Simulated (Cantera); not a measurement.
What does this Cantera script print?

```python
import numpy as np
import cantera as ct

gas_names = """
    Ca CaCL CaCL2 CaO CaOH CaO2H2 Ca2 CL CLO CL2 H HCL HNO HNO2 HNO3 HOCL HO2 H2 H2O H2O2 N NH NH2 NH3
    NH2OH NO NO2 NO3 N2 N2H2 N2H4 N2O O OH O2 O3
""".split()
cond_names = """
    Ca(a) Ca(b) Ca(L) CaCL2(s) CaCL2(L) CaO(s) CaO(L) CaO2H2(s) H2O(s) H2O(L) NH4CL(a) NH4CL(b)
""".split()


# ... load() reads the species with a 1 bar reference pressure and builds the phases ...
atoms = {
    'CaCl2': {'Ca': 1, 'CL': 2},
    'O2': {'O': 2},
    'N2': {'N': 2},
    'H2': {'H': 2},
}
top_T = {}  # K; cautious upper limits of use, not melting points


# ... equilibrate(T, P, feed) seeds the gas with the atoms and calls Mixture.equilibrate('TP', solver="vcs", rtol=1e-11, max_steps=5000) ...
results = []
T = 1675  # K
P = 12000  # Pa
for m in [0.34, 0.88, 2.3, 5.8, 15, 38, 97, 250]:
    feed = {'CaCl2': 1, 'O2': 0.11, 'N2': m, 'H2': 20}  # mol
    mix = equilibrate(T, P, feed)
    results.append((T, P, feed, dict(zip(mix.species_names, mix.species_moles))))

top = {s: max(r[3][s] / sum(r[3][g] for g in gas_names) for r in results) for s in gas_names}
cols = sorted((s for s in top if top[s] > 0.0001), key=lambda s: -top[s])[:6]
seen = [c for c in cond_names if any(r[3].get(c, 0) > 1e-12 for r in results)]
print("log10 of partial pressures in bar; condensed amounts in mol")
print(f"{'n(N2)':>10s}" + "".join(f"{s[:9]:>10s}" for s in cols + seen))
for T, P, feed, n in results:
    ng = sum(n[g] for g in gas_names)
    print(f"{feed['N2']:10.4g}" + "".join(f"{np.log10(max(n[s] / ng * P / 1e5, 1e-99)):10.3f}" for s in cols)
          + "".join(f"{n.get(c, 0):10.4g}" for c in seen))
```

Output:

```
log10 of partial pressures in bar; condensed amounts in mol
     n(N2)        H2        N2     CaCL2       HCL       H2O         H    CaO(s)
      0.34    -0.954    -2.719    -2.328    -2.736    -3.493    -4.412    0.1628
      0.88    -0.965    -2.316    -2.339    -2.747    -3.504    -4.418    0.1628
       2.3    -0.992    -1.927    -2.366    -2.774    -3.531    -4.431    0.1628
       5.8    -1.053    -1.586    -2.427    -2.835    -3.592    -4.462    0.1628
        15    -1.181    -1.301    -2.555    -2.963    -3.720    -4.526    0.1628
        38    -1.396    -1.112    -2.770    -3.177    -3.933    -4.633    0.1627
        97    -1.697    -1.006    -3.071    -3.478    -4.233    -4.783    0.1625
       250    -2.058    -0.956    -3.433    -3.838    -4.592    -4.964    0.1622
```

These are equilibrium values from Cantera (NASA tables, ideal gas, pure condensed phases), not measurements of a reactor. Condensed phases not in the tables: oxide chlorides.
